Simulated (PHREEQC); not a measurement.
Synthetic water in mg/L, 25 °C, pH 3.07, pe 11.6:

```json
[
 {"constituent": "Na", "mg/L": "55.9"},
 {"constituent": "K", "mg/L": "44.2"},
 {"constituent": "Ca", "mg/L": "106"},
 {"constituent": "Mg", "mg/L": "34.5"},
 {"constituent": "Cl", "mg/L": "123"},
 {"constituent": "S(6) as SO4", "mg/L": "474"},
 {"constituent": "Li", "mg/L": "0.127"},
 {"constituent": "Mn(2)", "mg/L": "0.585"}
]
```

Na is adjusted to close the charge balance.
Valence states are taken as typed.

All values are PHREEQC results (ion-association model, phreeqc.dat), not measurements.

This is a speciation only: nothing precipitates in the calculation.

Task: Predict the ionic strength, specific conductance.

Result: ionic strength 0.0184 mol/kgw; specific conductance 1580 µS/cm.

Task: In which forms is Mg present?

Result: Mg+2 76 %, MgSO4 24 % of the Mg.

Species that the database lacks are ignored.
